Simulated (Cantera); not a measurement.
A closed system holds: 1 mol Fe₃O₄, 0.48 mol CH₄, 0.13 mol CO, equilibrated at 2600 K and 13.0 mbar.

Equilibrium computed with Cantera from the NASA thermochemical tables; the gas is ideal and each condensed phase is pure. Candidate condensed phases: C, C₆H₆, C₇H₈, C₈H₁₈, Fe, Fe(CO)₅, FeO, Fe(OH)₂, Fe(OH)₃, Fe₂O₃, Fe₃O₄, H₂O; 114 gas species. The numbers say what is thermodynamically allowed, not how fast it happens.

Base state: Fe 0.400, O₂ 0.120, FeO 0.0993, H₂O 0.0897, O 0.0706, CO 0.0619, H 0.0494, OH 0.0476 (mole fractions); condensed: gas only.

Question: What changes in the equilibrium state with this change: CH₄ from 0.48 to 1.6 mol?

Answer: 
```tsv
species	before	after
Fe	0.400	0.317
CO	0.0619	0.166
H₂O	0.0897	0.151
H₂	0.0216	0.133
O₂	0.120	0.00890
FeO	0.0993	0.0215
O	0.0706	0.0193
H	0.0494	0.123
OH	0.0476	0.0322
CO₂	0.0398	0.0291
Fe(OH)₂	0.000196	7.10e-5
```
